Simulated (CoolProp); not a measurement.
Computed with CoolProp (reference Helmholtz-energy equation of state, Pan 2012).

### Question
Give the vapour pressure (MPa), surface tension (mN/m), vapour viscosity (µPa s) of saturated R236FA at 258, 280.3 K.

### Answer
```csv
T (K),p (MPa),surface tension (mN/m),vapour viscosity (µPa s)
258,0.0553,14.6,9.44
280.3,0.143,11.8,10.2
```

Viscosity comes from a separate model (Huber 2003), an estimate that may be off by 10 % or more. Surface tension comes from a separate correlation (Mulero 2012).
